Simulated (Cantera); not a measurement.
Charge: 1 mol Si, 4.8 mol H₂O, 1.3 mol N₂, at 2600 Pa.

Cantera equilibrium calculation (NASA polynomials, part measured and part estimated; ideal gas, pure solids and liquids). Candidate condensed phases: H₂O, Si, SiO₂, Si₂N₂O, Si₃N₄; 35 gas species. The tables hold silica as quartz up to 1696 K and as liquid above; real silica turns to tridymite and cristobalite and melts near 1996 K. Gases not in the tables: Si(OH)₄. Kinetics and transport are ignored.

x: gas mole fraction; n: condensed amount in mol.

| T (K) | x H₂O | x H₂ | x N₂ | x H | x SiO | n SiO₂(β-quartz) | n SiO₂(condensed) |
|---|---|---|---|---|---|---|---|
| 925 | 0.459 | 0.328 | 0.213 | 9.25e-10 | <1e-12 | 1.00 | 0 |
| 1025 | 0.459 | 0.328 | 0.213 | 1.55e-8 | <1e-12 | 1.00 | 0 |
| 1125 | 0.459 | 0.328 | 0.213 | 1.58e-7 | <1e-12 | 1.00 | 0 |
| 1225 | 0.459 | 0.328 | 0.213 | 1.11e-6 | (withheld) | 1.00 | 0 |
| 1325 | 0.459 | 0.328 | 0.213 | 5.81e-6 | (withheld) | 1.00 | 0 |
| 1425 | 0.459 | 0.328 | 0.213 | 2.42e-5 | (withheld) | 1.00 | 0 |
| 1525 | 0.459 | 0.328 | 0.213 | 8.40e-5 | (withheld) | 1.000 | 0 |
| 1625 | 0.459 | 0.328 | 0.213 | 0.000250 | (withheld) | 1.000 | 0 |
| 1725 | 0.459 | 0.327 | 0.213 | 0.000659 | (withheld) | 0 | 1.000 |
| 1825 | 0.459 | 0.327 | 0.213 | 0.00156 | (withheld) | 0 | 0.999 |
| 1925 | 0.458 | 0.325 | 0.213 | 0.00338 | (withheld) | 0 | 0.996 |

Some entries are withheld; supply them.


- 1225, x SiO: 2.62e-12
- 1325, x SiO: 1.50e-10
- 1425, x SiO: 4.78e-9
- 1525, x SiO: 9.59e-8
- 1625, x SiO: 1.31e-6
- 1725, x SiO: 1.30e-5
- 1825, x SiO: 9.72e-5
- 1925, x SiO: 0.000581
